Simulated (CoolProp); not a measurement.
A single-stage vapour-compression cycle with cis-2-butene: evaporating at 301.15 K (dew point), condensing at 362.15 K (bubble point), superheat 2 K, subcooling 0 K, compressor efficiency 0.85, no pressure losses. Each further row changes one setting.

Computed with CoolProp (reference Helmholtz-energy equation of state, Lemmon 2005). It is a short technical equation, of lower accuracy than the large ones.

```tsv
case	cooling COP	pressure ratio	discharge temperature (K)	refrigerating effect (kJ/kg)	volumetric capacity (kJ/m³)
as stated	3.07	4.81	368.7	244	1370
evaporating temperature 306.15 K	3.49	[?]	[?]	250	1630
condensing temperature 357.15 K	[?]	[?]	363.8	257	1450
subcooling 5 K	3.24	4.81	368.7	257	1450
superheat 12 K	3.13	4.81	378.2	260	[?]
compressor efficiency 0.75	2.71	4.81	373.8	244	1370
```

Question: What belongs in the gaps?

Answer: 
- evaporating temperature 306.15 K, pressure ratio: 4.12
- evaporating temperature 306.15 K, discharge temperature (K): 367.8
- condensing temperature 357.15 K, cooling COP: 3.47
- condensing temperature 357.15 K, pressure ratio: 4.32
- superheat 12 K, volumetric capacity (kJ/m³): 1400
